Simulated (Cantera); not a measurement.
Feed: 1 mol CS2, 0.0074 mol SO2, 2.9 mol H2, 0.035 mol H2O, at 1775 °C and 220000 Pa.

These are equilibrium values from Cantera (NASA tables, ideal gas, pure condensed phases), not measurements of a reactor. Candidate condensed phases: C, C6H6, C7H8, C8H18, H2O, H2SO4, S; 123 gas species. Kinetics and transport are ignored.

Base state: H2 0.658, CS2 0.158, H2S 0.0989, S2 0.0381, CS 0.0191, CO 0.0129, SH 0.0126, H 0.00122 (mole fractions); condensed: C(graphite).

### Question
What changes in the equilibrium state with this change: pressure from 220000 Pa to 101000 Pa?

### Answer
| species | before | after |
|---|---|---|
| H2 | 0.658 | 0.672 |
| CS2 | 0.158 | 0.162 |
| H2S | 0.0989 | 0.0695 |
| CS | 0.0191 | 0.0285 |
| S2 | 0.0381 | 0.0390 |
| SH | 0.0126 | 0.0128 |
| CO | 0.0129 | 0.0127 |
| CH4 | 0.000357 | 0.000172 |
| S | 0.000569 | 0.000848 |
| C(graphite), mol | 0.264 | 0.200 |

### Question
What changes in the equilibrium state with this change: SO2 from 0.0074 to 0.02 mol?

### Answer
```csv
species,before,after
H2,0.658,0.652
CS2,0.158,0.158
H2S,0.0989,0.0981
CO,0.0129,0.0193
SH,0.0126,0.0125
S2,0.0381,0.0381
CS,0.0191,0.0191
COS,7.10e-5,0.000106
CH4,0.000357,0.000351
CH3,1.30e-5,1.29e-5
C2H2 (acetylene),0.000689,0.000684
"C(graphite), mol",0.264,0.234
```

### Question
What changes in the equilibrium state with this change: temperature from 1775 °C to 2650 °C?

### Answer
```tsv
species	before	after
H2	0.658	0.569
CS	0.0191	0.171
H	0.00122	0.0630
CS2	0.158	0.0355
S	0.000569	0.0304
H2S	0.0989	0.0201
SH	0.0126	0.0487
S2	0.0381	0.0503
CO	0.0129	0.0109
C2H	2.82e-8	2.14e-5
CH4	0.000357	1.28e-5
COS	7.10e-5	1.63e-5
C2H2 (acetylene)	0.000689	0.00126
C(graphite), mol	0.264	0
```
